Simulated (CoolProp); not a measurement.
A closed Brayton cycle with nitrogen: compressor inlet 331.15 K and 5.5 MPa, high pressure 18.9 MPa, turbine inlet 675 K, compressor efficiency 0.89, turbine efficiency 0.93, recuperator effectiveness 0.8 (on enthalpy, no pinch check). Each further row changes one setting.

Model: reference Helmholtz-energy equation of state, Span 2000, in CoolProp.

| case | thermal efficiency (%) | net work (kJ/kg) | compressor to turbine work | compressor exit (K) | turbine exit (K) |
|---|---|---|---|---|---|
| as stated | 16.0 | 33.2 | 0.84 | 490.5 | 491.7 |
| turbine inlet 625 K | 11.7 | … | … | 490.5 | 453.8 |
| compressor inlet 341.15 K | 14.5 | 27.8 | 0.86 | … | 491.7 |
| high pressure 16.1 MPa | … | … | 0.80 | … | 512.5 |
| recuperator effectiveness 0.5 | 16.0 | 33.2 | 0.84 | 490.5 | 491.7 |

Fill in the missing entries.


- turbine inlet 625 K, net work (kJ/kg): 17.7
- turbine inlet 625 K, compressor to turbine work: 0.91
- compressor inlet 341.15 K, compressor exit (K): 505.0
- high pressure 16.1 MPa, thermal efficiency (%): 18.8
- high pressure 16.1 MPa, net work (kJ/kg): 36.4
- high pressure 16.1 MPa, compressor exit (K): 466.6
